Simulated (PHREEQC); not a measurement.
Dissolve 9.6 mmol/kgw HF, 0.17 mmol/kgw CsF, 0.97 mmol/kgw H4SiO4 and 0.16 mmol/kgw H3PO4 at 20 °C. Closed to the air; pH follows from the charge balance.

Computed with PHREEQC (ion-association model, wateq4f.dat).

Each row changes one thing in this solution. Precipitation was switched off in this run.

| case | pH | ionic strength (mol/kgw) | HF (mol/kgw) | F- (mol/kgw) | H2PO4- (mol/kgw) | H3PO4 (mol/kgw) |
|---|---|---|---|---|---|---|
| as made | 2.58 | 0.00390 | 0.00306 | 0.000914 | 0.000120 | 4.05e-5 |
| diluted 100-fold with water | 4.06 | 8.90e-5 | 1.03e-5 | ? | 1.58e-6 | 1.87e-8 |
| H4SiO4 replaced by K2SiO3 at the same molality | 2.88 | 0.00449 | 0.00250 | 0.00147 | 0.000137 | 2.35e-5 |
| diluted 5-fold with water | 3.07 | ? | 0.000891 | 0.000793 | 2.87e-5 | 3.26e-6 |
| CsF from 0.00017 to 0.0017 mol/kgw | 2.73 | 0.00465 | ? | 0.00160 | 0.000129 | 3.09e-5 |
| H3PO4 from 0.00016 to 0.00032 mol/kgw | ? | 0.00400 | 0.00308 | 0.000891 | 0.000237 | 8.30e-5 |
| H4SiO4 left out | 2.65 | 0.00256 | 0.00697 | 0.00237 | 0.000123 | 3.67e-5 |
| HF from 0.0096 to 0.096 mol/kgw | 2.08 | 0.0102 | 0.0597 | 0.00588 | 7.88e-5 | 8.12e-5 |

Q: Some entries are withheld; supply them.

A: 
- diluted 100-fold with water, F- (mol/kgw): 8.74e-5
- diluted 5-fold with water, ionic strength (mol/kgw): 0.000954
- CsF from 0.00017 to 0.0017 mol/kgw, HF (mol/kgw): 0.00377
- H3PO4 from 0.00016 to 0.00032 mol/kgw, pH: 2.57

Complexes and solids missing from the database can't appear. Some of these states are supersaturated (in Quartz (slow to form), for instance). H3PO4, which wateq4f.dat lacks, is added to it with the constant of phreeqc.dat. SiF6-2 is the database's only silicon fluoride.
